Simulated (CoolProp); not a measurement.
Model: reference Helmholtz-energy equation of state, Aleksandrov 2011, in CoolProp. It is a short technical equation, of lower accuracy than the large ones.

Q: For n-undecane, give the phase and the Z, speed of sound (m/s), isothermal compressibility (1/MPa), expansivity (1/kK) at 440.1 K and 45.2 bar; 440.1 K and 90.5 bar; 440.1 K and 99.5 bar.

A: 
- 440.1 K and 45.2 bar: liquid; Z 0.305, speed of sound 811, isothermal compressibility 0.00279, expansivity 1.25
- 440.1 K and 90.5 bar: liquid; Z 0.603, speed of sound 857, isothermal compressibility 0.00246, expansivity 1.16
- 440.1 K and 99.5 bar: liquid; Z 0.662, speed of sound 865, isothermal compressibility 0.00241, expansivity 1.14
